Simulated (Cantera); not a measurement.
An isothermal, constant-pressure homogeneous reactor starts with 9.09 % CH4, 90.9 % N2, at 1375 K and 1.88 atm.

Cantera simulation using GRI-Mech 3.0 (53 species, 325 reactions); the numbers are that mechanism's predictions, not measurements. GRI-Mech 3.0 stops at C3 and has no aromatics, soot or wall deposition, so with more carbon than oxygen in the feed, carbon stays in small species such as C2H2 where larger ones or solid carbon would form.

**Question.** Predict: x(CH4) at 300 s; x(H2) at 300 s; x(H) at 300 s; x(HCN) at 300 s; x(C2H4) at 300 s.

**Answer.** 
```
Property                                            Value
----------------  ---------------------------------------
x(CH4) at 300 s     0.0270 (gas-phase equilibrium 0.0206)
x(H2) at 300 s      0.0840 (gas-phase equilibrium 0.0949)
x(H) at 300 s     7.25e-7 (gas-phase equilibrium 7.71e-7)
x(HCN) at 300 s    7.14e-9 (gas-phase equilibrium 0.0403)
x(C2H4) at 300 s  0.00441 (gas-phase equilibrium 0.00201)
```
